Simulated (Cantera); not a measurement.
# Sublimation and decomposition of ceramics: TiC + C + H2

A closed system holds: 1 mol TiC, a varied amount of C, 0.48 mol H2, equilibrated at 1.40 mbar.

Equilibrium computed with Cantera from the NASA thermochemical tables; the gas is ideal and each condensed phase is pure. Candidate condensed phases: C, C6H6, C7H8, C8H18, Ti, TiC; 77 gas species. TiC: taken at fixed stoichiometry. Kinetics and transport are ignored.

Q: Map the stable condensed phases over T = 2198, 2298, 2398, 2498, 2598, 2698, 2798, 2898, 2998 K and n(C) in mol = 0.01, 0.022, 0.034, 0.045, 0.057, 0.069, 0.08, 0.092, 0.1, 0.12, 0.13, 0.14, 0.15.

A: 
```
T in K \ n(C) in mol
          0.01 0.022 0.034 0.045 0.057 0.069  0.08 0.092   0.1  0.12  0.13  0.14  0.15
   2998      A     A     A     A     A     A     A     A     A     A     A     A     A
   2898      A     A     A     A     A     A     A     A     A     A     A     A     A
   2798      A     A     A     A     B     B     B     B     B     B     B     B     B
   2698      A     B     B     B     B     B     B     B     B     B     B     B     B
   2598      A     B     B     B     B     B     B     B     B     B     B     B     B
   2498      B     B     B     B     B     B     B     B     B     B     B     B     B
   2398      B     B     B     B     B     B     B     B     B     B     B     B     B
   2298      B     B     B     B     B     B     B     B     B     B     B     B     B
   2198      B     B     B     B     B     B     B     B     B     B     B     B     B
```
A: TiC; B: C + TiC.
